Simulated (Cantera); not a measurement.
A perfectly stirred reactor is fed with CH4 : CO2 : H2 = 1 : 2.2 : 0.45 (molar parts), at 500000 Pa; it is held at 1975 K, and followed from long to short residence time.

Computed with Cantera and GRI-Mech 3.0 (53 species, 325 reactions).

x: mole fraction; the columns are a selection and need not sum to one.

```csv
τ (s),x CH4,x CO2,x H2,x CH2O,x C2H
7.3,0.000200,0.0608,0.281,3.33e-7,1.10e-10
2.4,0.000568,0.0611,0.281,4.13e-7,8.75e-10
0.76,0.00151,0.0621,0.278,6.24e-7,6.16e-9
0.25,0.00342,0.0646,0.273,1.09e-6,3.10e-8
0.079,(withheld),(withheld),0.259,(withheld),(withheld)
0.026,0.0120,0.0870,0.235,4.64e-6,3.45e-7
0.0083,0.0198,0.118,0.200,1.09e-5,7.66e-7
0.0027,0.0319,0.169,0.170,2.43e-5,1.29e-6
0.00086,(withheld),(withheld),0.160,(withheld),(withheld)
```

**Question.** What belongs in the gaps?

**Answer.** 
- 0.079, x CH4: 0.00688
- 0.079, x CO2: 0.0716
- 0.079, x CH2O: 2.17e-6
- 0.079, x C2H: 1.22e-7
- 0.00086, x CH4: 0.0562
- 0.00086, x CO2: 0.256
- 0.00086, x CH2O: 4.54e-5
- 0.00086, x C2H: 1.58e-6
